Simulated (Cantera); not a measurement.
An adiabatic, constant-pressure homogeneous reactor starts with CH3OH : O2 : N2 : H2O = 1 : 0.714 : 2.69 : 0.67 (molar parts), at 1023 K and 5.00 bar. Integrator tolerance rtol = 1e-08.

Model: GRI-Mech 3.0 (53 species, 325 reactions), integrated in Cantera. GRI-Mech 3.0 was tuned for natural gas; its chemistry of methanol as a main component is partial and can be far from experiment.

Problem. What does this change do: pressure from 5.00 bar to 0.690 bar?

Solution. 
```json
[
 {"quantity": "time of steepest temperature rise", "before": "58.8 ms", "after": "0.275 s"},
 {"quantity": "temperature at 0.400 s", "before": "2061 K", "after": "2056 K"},
 {"quantity": "equilibrium temperature", "before": "2061 K", "after": "2056 K"},
 {"quantity": "x(CH3OH) at 0.400 s", "before": "2.26e-12 (gas-phase equilibrium 2.31e-12)", "after": "<1e-12 (gas-phase equilibrium <1e-12)"},
 {"quantity": "x(O2) at 0.400 s", "before": "1.75e-7 (gas-phase equilibrium 1.75e-7)", "after": "1.19e-6 (gas-phase equilibrium 1.19e-6)"},
 {"quantity": "x(H2O) at 0.400 s", "before": "0.282 (gas-phase equilibrium 0.282)", "after": "0.282 (gas-phase equilibrium 0.282)"},
 {"quantity": "x(H) at 0.400 s", "before": "0.000406 (gas-phase equilibrium 0.000406)", "after": "0.00106 (gas-phase equilibrium 0.00106)"},
 {"quantity": "x(CH3) at 0.400 s", "before": "4.23e-11 (gas-phase equilibrium 4.78e-11)", "after": "2.11e-12 (gas-phase equilibrium 2.44e-12)"},
 {"quantity": "x(H2) at 0.400 s", "before": "0.137 (gas-phase equilibrium 0.137)", "after": "0.137 (gas-phase equilibrium 0.137)"}
]
```

Problem. What does this change do: constant volume in place of constant pressure?

Solution. 
| quantity | before | after |
|---|---|---|
| time of steepest temperature rise | 58.8 ms | 58.2 ms |
| temperature at 0.400 s | 2061 K | 2356 K |
| equilibrium temperature | 2061 K | 2356 K |
| x(CH3OH) at 0.400 s | 2.26e-12 (gas-phase equilibrium 2.31e-12) | 8.86e-12 (gas-phase equilibrium 9.09e-12) |
| x(O2) at 0.400 s | 1.75e-7 (gas-phase equilibrium 1.75e-7) | 2.63e-6 (gas-phase equilibrium 2.63e-6) |
| x(H2O) at 0.400 s | 0.282 (gas-phase equilibrium 0.282) | 0.286 (gas-phase equilibrium 0.286) |
| x(H) at 0.400 s | 0.000406 (gas-phase equilibrium 0.000406) | 0.00124 (gas-phase equilibrium 0.00124) |
| x(CH3) at 0.400 s | 4.23e-11 (gas-phase equilibrium 4.78e-11) | 2.01e-10 (gas-phase equilibrium 2.25e-10) |
| x(H2) at 0.400 s | 0.137 (gas-phase equilibrium 0.137) | 0.132 (gas-phase equilibrium 0.132) |
